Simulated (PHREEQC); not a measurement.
Consider water at 25 °C with 0.0081 mol/kgw HF and 0.00028 mol/kgw KF. Closed to the air; pH follows from the charge balance.

Equilibrium calculation in PHREEQC: ion-association model, phreeqc.dat.

This is a speciation only: nothing precipitates in the calculation.

Order these F species by the share of F that they hold, largest first: HF2-, F-, HF.

HF (72 %), F- (27 %), HF2- (1.2 %)

The pH is 2.72 and the ionic strength 0.00228 mol/kgw. Complexes and solids missing from the database can't appear.
